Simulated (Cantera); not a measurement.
# Silicon oxide and oxynitride deposition: SiH4 + H2O + H2

Feed: 1 mol SiH4, 12 mol H2O, 7.2 mol H2, held at 16.0 mbar.

These are equilibrium values from Cantera (NASA tables, ideal gas, pure condensed phases), not measurements of a reactor. Candidate condensed phases: H2O, Si, SiO2; 18 gas species. The tables hold silica as quartz up to 1696 K and as liquid above; real silica turns to tridymite and cristobalite and melts near 1996 K. Rates play no part.

| T (K) | log p H2 | log p H2O | log p H | log p OH | n SiO2(α-quartz) | n SiO2(β-quartz) |
|---|---|---|---|---|---|---|
| 625 | -2.07 | -2.12 | <-13 | <-13 | 1.00 | 0 |
| 675 | -2.07 | -2.12 | <-13 | <-13 | 1.00 | 0 |
| 725 | -2.07 | -2.12 | <-13 | <-13 | 1.00 | 0 |
| 775 | -2.07 | -2.12 | -13.04 | <-13 | 1.00 | 0 |
| 825 | -2.07 | -2.12 | -12.14 | <-13 | 1.00 | 0 |
| 875 | -2.07 | -2.12 | -11.34 | <-13 | 0 | 1.00 |
| 925 | -2.07 | -2.12 | -10.62 | -13.60 | 0 | 1.00 |
| 975 | -2.07 | -2.12 | -9.98 | -12.77 | 0 | 1.00 |
| 1025 | -2.07 | -2.12 | -9.40 | -12.02 | 0 | 1.00 |
| 1075 | -2.07 | -2.12 | -8.87 | -11.34 | 0 | 1.00 |
| 1125 | -2.07 | -2.12 | -8.39 | -10.72 | 0 | 1.00 |
| 1175 | -2.07 | -2.12 | -7.95 | -10.15 | 0 | 1.00 |
log p: log10 of the partial pressure in bar; n: condensed amount in mol.

From 625 K to 825 K the condensed part is SiO2(α-quartz). From 875 K to 1175 K the condensed part is SiO2(β-quartz).
